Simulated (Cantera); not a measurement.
Charge: 1 mol Cu, 1.2 mol F2, held at 773.15 K and 0.0880 bar.

Equilibrium computed with Cantera from the NASA thermochemical tables; the gas is ideal and each condensed phase is pure. Candidate condensed phases: Cu, CuF2; 6 gas species. The numbers say what is thermodynamically allowed, not how fast it happens.

Base state: F2 0.982, F 0.0181 (mole fractions); condensed: CuF2(s).

Task: What changes in the equilibrium state with this change: temperature from 773.15 K to 975 K?

Result: 
```json
[
 {"species": "F2", "before": "0.982", "after": "0.774"},
 {"species": "F", "before": "0.0181", "after": "0.226"},
 {"species": "CuF2", "before": "1.58e-8", "after": "6.25e-5"},
 {"species": "CuF2(s), mol", "before": "1.00", "after": "1.000"}
]
```
